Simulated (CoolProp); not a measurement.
Vapour-liquid equilibrium of isobutene (1) + n-butane (2) at 0.00332 MPa; x and y are mole fractions of (1).

Model: multi-fluid Helmholtz-energy mixture model, Lemmon 2005 and Bücker 2006; pair parameters Bell 2016, in CoolProp.

```json
[
 {"x": "0.05", "bubble temperature (°C)": "-66.3", "y at the bubble point": "0.074", "dew temperature at overall composition x (°C)": "-66.2", "liquid density (mol/L)": "(withheld)"},
 {"x": "0.15", "bubble temperature (°C)": "(withheld)", "y at the bubble point": "0.207", "dew temperature at overall composition x (°C)": "-66.7", "liquid density (mol/L)": "11.61"},
 {"x": "0.25", "bubble temperature (°C)": "-67.5", "y at the bubble point": "0.326", "dew temperature at overall composition x (°C)": "-67.2", "liquid density (mol/L)": "11.70"},
 {"x": "0.35", "bubble temperature (°C)": "-68.0", "y at the bubble point": "0.434", "dew temperature at overall composition x (°C)": "-67.6", "liquid density (mol/L)": "11.78"},
 {"x": "0.45", "bubble temperature (°C)": "-68.5", "y at the bubble point": "0.533", "dew temperature at overall composition x (°C)": "-68.1", "liquid density (mol/L)": "11.87"},
 {"x": "0.55", "bubble temperature (°C)": "-68.9", "y at the bubble point": "0.626", "dew temperature at overall composition x (°C)": "-68.6", "liquid density (mol/L)": "(withheld)"},
 {"x": "0.65", "bubble temperature (°C)": "-69.3", "y at the bubble point": "(withheld)", "dew temperature at overall composition x (°C)": "-69.0", "liquid density (mol/L)": "12.05"},
 {"x": "0.75", "bubble temperature (°C)": "-69.7", "y at the bubble point": "0.800", "dew temperature at overall composition x (°C)": "-69.5", "liquid density (mol/L)": "12.15"},
 {"x": "0.85", "bubble temperature (°C)": "-70.0", "y at the bubble point": "(withheld)", "dew temperature at overall composition x (°C)": "-69.9", "liquid density (mol/L)": "12.24"},
 {"x": "0.95", "bubble temperature (°C)": "(withheld)", "y at the bubble point": "0.961", "dew temperature at overall composition x (°C)": "-70.3", "liquid density (mol/L)": "12.33"}
]
```

Problem. Fill in the missing entries.

Solution. 
- 0.05, liquid density (mol/L): 11.52
- 0.15, bubble temperature (°C): -67.0
- 0.55, liquid density (mol/L): 11.96
- 0.65, y at the bubble point: 0.715
- 0.85, y at the bubble point: 0.882
- 0.95, bubble temperature (°C): -70.4

No azeotrope shows between x = 0.05 and 0.95.

Pair parameters are fitted to limited data, so mixtures are less certain than the pure fluids.
